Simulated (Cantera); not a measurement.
Mixture: CH₄ : C₂H₆ : C₃H₈ : O₂ : N₂ = 1 : 0.036 : 0.56 : 12 : 44.5 (molar parts), equivalence ratio 0.41, at 1.00 atm, adiabatic and at constant volume. Ignition delay is the time to a rise of 400 K.

Cantera simulation using GRI-Mech 3.0 (53 species, 325 reactions); the numbers are that mechanism's predictions, not measurements. GRI-Mech 3.0 was tuned for natural gas; its chemistry of propane as a main component is partial and can be far from experiment.

What does this change do: pressure from 1.00 atm to 0.829 atm?


```tsv
quantity	before	after
delay at 1223 K	3.66 ms	4.01 ms
delay at 1323 K	0.684 ms	0.750 ms
delay at 1423 K	0.186 ms	0.206 ms
delay at 1523 K	70.5 µs	79.7 µs
apparent activation energy between 1473 and 1573 K	160 kJ/mol	160 kJ/mol
```
